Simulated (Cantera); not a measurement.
What does this Cantera script print?

```python
import numpy as np
import cantera as ct

gas_names = """
    AL ALCL ALCL2 ALCL3 ALH ALN AL2 AL2CL6 CL CL2 H HCL H2 N NH NH2 NH3 N2 N2H2 N2H4
""".split()
cond_names = """
    AL(cr) AL(L) ALCL3(s) ALCL3(L) ALN(s) NH4CL(a) NH4CL(b)
""".split()


# ... load() reads the species with a 1 bar reference pressure and builds the phases ...
atoms = {
    'Al': {'AL': 1},
    'HCl': {'H': 1, 'CL': 1},
    'N2': {'N': 2},
}
top_T = {'ALN(s)': 2750}  # K; cautious upper limits of use, not melting points


# ... equilibrate(T, P, feed) seeds the gas with the atoms and calls Mixture.equilibrate('TP', solver="vcs", rtol=1e-11, max_steps=5000) ...
results = []
feed = {'Al': 1, 'HCl': 4, 'N2': 2}  # mol
T = 523.15  # K
P = 1800  # Pa
mix = equilibrate(T, P, feed)
results.append((T, P, feed, dict(zip(mix.species_names, mix.species_moles))))
x = sorted(zip(gas.X, gas.species_names), reverse=True)
print(f"T = {T:g} K  P = {P:g} Pa  gas = {mix.phase_moles(0):.4g} mol")
print("   x: " + "  ".join(f"{s} {v:.3e}" for v, s in x if v > 0.001))
print("   condensed (mol): " + ("  ".join(f"{mix.phase(i).name} {mix.phase_moles(i):.4g}"
      for i in range(1, mix.n_phases) if mix.phase_moles(i) > 1e-12) or "none"))
```

Output:

```
T = 523.15 K  P = 1800 Pa  gas = 5.024 mol
   x: N2 3.979e-01  H2 2.981e-01  HCL 1.991e-01  AL2CL6 9.444e-02  ALCL3 1.017e-02
   condensed (mol): none
```

Method: chemical equilibrium by Gibbs-energy minimisation in Cantera with the NASA 1993 tables (ideal gas, pure condensed phases).
